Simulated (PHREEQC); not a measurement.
3.8 g of hydrous ferric oxide (600 m²/g; 0.2 weak and 0.005 strong sites per Fe, Dzombak-Morel constants, diffuse double layer) in 1 kg of water with 0.001 mol/kgw of an inert sodium salt and 3.9e-05 mol/kgw Ag2SO4 and 0.00014 mol/kgw MnCl2, at 25 °C; the pH is set by adding NaOH or the inert anion's acid. No oxygen is let in. The system is closed to CO2. Precipitation was switched off in this run.

Base run: PHREEQC, ion-association model, wateq4f.dat. Each further column changes one thing. The table gives Ag sorbed (%).

```tsv
pH	base	no electrostatic term (-no_edl)	background salt from 0.001 to 0.0001 mol/kgw	oxide from 3.8 to 19 g/kgw	0.022 mol/kgw MgCl2 added
4	1.4	0.0	1.5	4.4	0.0
4.67	7.6	0.0	7.9	25.8	0.0
5.33	27.3	0.6	27.7	65.1	0.1
6	56.3	7.0	56.6	89.4	0.6
6.67	73.7	41.8	73.8	97.5	1.9
7.33	88.2	83.6	88.2	99.4	6.3
8.67	99.3	99.1	99.3	100.0	18.2
9.33	99.8	99.6	99.8	100.0	19.6
10	100.0	99.7	100.0	100.0	20.1
10.67	100.0	99.7	100.0	100.0	20.7
11.33	100.0	99.6	100.0	100.0	22.9
12	100.0	99.3	100.0	100.0	30.3
```

In at least one series the solution becomes supersaturated in solids that the run did not let form, among them Cerargyrite.
